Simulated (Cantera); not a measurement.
A perfectly stirred reactor is fed with 4.38 % CH4, 7.98 % O2, 87.6 % N2, at 2.86 atm; it is adiabatic with a 500 K inlet, and is followed from long to short residence time, starting on the burning branch (τ in s: 0.11, 0.029, 0.0077, 0.0021, 0.00057, 0.00015, 4.2e-05, 1.1e-05, 3e-06).

Cantera simulation using GRI-Mech 3.0 (53 species, 325 reactions); the numbers are that mechanism's predictions, not measurements.

Problem. Predict: blow-out, bracketed by the residence times tried; x(CH4) at τ = 0.110 s; x(O2) at τ = 0.110 s; x(CH2) at τ = 0.110 s; x(CO2) at τ = 0.110 s; x(H2) at τ = 0.110 s; x(CH4) at τ = 0.570 ms; x(O2) at τ = 0.570 ms.

Solution. 
```
Quantity                                                                       Value
------------------------------------------------  ----------------------------------
blow-out, bracketed by the residence times tried  burning at 0.110 s, out at 29.0 ms
x(CH4) at τ = 0.110 s                                                        0.00151
x(O2) at τ = 0.110 s                                                         0.00435
x(CH2) at τ = 0.110 s                                                        2.89e-8
x(CO2) at τ = 0.110 s                                                         0.0299
x(H2) at τ = 0.110 s                                                         0.00496
x(CH4) at τ = 0.570 ms                                                        0.0438
x(O2) at τ = 0.570 ms                                                         0.0798
```
